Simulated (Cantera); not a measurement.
Cantera run:

```python
import numpy as np
import cantera as ct

gas_names = """
    H HNO HNO2 HNO3 HO2 H2 H2O H2O2 N NH NH2 NH3 NH2OH NO NO2 NO3 N2 N2H2 N2H4 N2O O OH O2 O3 Si SiH
    SiH2 SiH3 SiH4 SiN SiO SiO2 Si2 Si2N Si3
""".split()
cond_names = """
    H2O(s) H2O(L) Si(cr) Si(L) SiO2(Lqz) SiO2(hqz) SiO2(L) Si2N2O(s) Si3N4(a)
""".split()


def load(file, names, dense=False):
    # The tables refer to 1 bar. Condensed volumes are neglected.
    table = {s.name: s for s in ct.Species.list_from_file(file)}
    out = []
    for n in names:
        d = dict(table[n].input_data)
        d["thermo"] = dict(d["thermo"], **{"reference-pressure": 1e5})
        if dense:
            d["equation-of-state"] = {"model": "constant-volume", "density": "1e6 g/cm^3"}
        out.append(ct.Species.from_dict(d))
    return out


gas = ct.Solution(thermo="ideal-gas", species=load("nasa_gas.yaml", gas_names))
cond = {s.name: ct.Solution(thermo="fixed-stoichiometry", species=[s], name=s.name)
        for s in load("nasa_condensed.yaml", cond_names, dense=True)}
atoms = {
    'Si3N4': {'Si': 3, 'N': 4},
    'O2': {'O': 2},
    'H2': {'H': 2},
}
top_T = {'Si2N2O(s)': 2100, 'Si3N4(a)': 2400}  # K; cautious upper limits of use, not melting points


def equilibrate(T, P, feed):
    n = {}
    for name, mol in feed.items():
        for a, k in atoms[name].items():
            n[a] = n.get(a, 0.0) + k * mol
    gas.TPX = T, P, n
    mass = sum(n.values()) * gas.mean_molecular_weight
    gas.equilibrate("TP")
    valid = [c for c in cond.values() if c.min_temp <= T <= top_T.get(c.name, c.max_temp)]
    mix = ct.Mixture([(gas, mass / gas.mean_molecular_weight)] + [(c, 0.0) for c in valid])
    mix.T, mix.P = T, P
    mix.equilibrate("TP", solver="vcs", rtol=1e-11, max_steps=5000)
    return mix


results = []
feed = {'Si3N4': 1, 'O2': 0.001, 'H2': 25}  # mol
T = 1975  # K
P = 110  # Pa
mix = equilibrate(T, P, feed)
results.append((T, P, feed, dict(zip(mix.species_names, mix.species_moles))))
x = sorted(zip(gas.X, gas.species_names), reverse=True)
print(f"T = {T:g} K  P = {P:g} Pa  gas = {mix.phase_moles(0):.4g} mol")
print("   x: " + "  ".join(f"{s} {v:.3e}" for v, s in x if v > 0.0001))
print("   condensed (mol): " + ("  ".join(f"{mix.phase(i).name} {mix.phase_moles(i):.4g}"
      for i in range(1, mix.n_phases) if mix.phase_moles(i) > 1e-12) or "none"))
```

It prints:

```
T = 1975 K  P = 110 Pa  gas = 28.4 mol
   x: H2 8.607e-01  N2 7.033e-02  H 3.827e-02  Si 2.939e-02  SiH 6.509e-04  Si2 2.866e-04
   condensed (mol): Si(L) 2.114
```

These are equilibrium values from Cantera (NASA tables, ideal gas, pure condensed phases), not measurements of a reactor. The tables' values for SiN are old estimates; treat these amounts as uncertain. Gases not in the tables: Si2H6 and higher silanes.
